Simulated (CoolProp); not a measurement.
R1336mzz(E) at 401.71 K and 3.97 MPa is throttled through a valve to 2.53 MPa with no heat exchange. Each further row changes one setting.

The numbers come from the reference Helmholtz-energy equation of state, Akasaka 2023 in CoolProp.

```json
[
 {"case": "as stated", "temperature change (K)": "-4.5", "final phase": "liquid", "final density (kg/m³)": "803"},
 {"case": "outlet pressure 0.759 MPa", "temperature change (K)": "-57.7", "final phase": "two-phase, vapour fraction 0.697", "final density (kg/m³)": "77.2"},
 {"case": "outlet pressure 3.29 MPa", "temperature change (K)": "-1.6", "final phase": "liquid", "final density (kg/m³)": "854"}
]
```
